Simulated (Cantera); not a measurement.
## Ignition delay

Mixture: CH4 : O2 : N2 = 1 : 1.82 : 5.27 (molar parts), at 1.80 bar, adiabatic and at constant volume. Ignition delay is the time to a rise of 400 K.

Cantera simulation using GRI-Mech 3.0 (53 species, 325 reactions); the numbers are that mechanism's predictions, not measurements.

| T0 (K) | delay (ms) |
|---|---|
| 1073 | 144 |
| 1148 | 45.7 |
| 1223 | 15.8 |
| 1298 | 5.88 |
| 1373 | 2.36 |
| 1448 | 1.02 |
| 1523 | 0.473 |
| 1598 | 0.237 |
| 1673 | 0.128 |
| 1748 | 0.0743 |

```
Property                                                Result
--------------------------------------------------  ----------
apparent activation energy between 1598 and 1748 K  180 kJ/mol
```
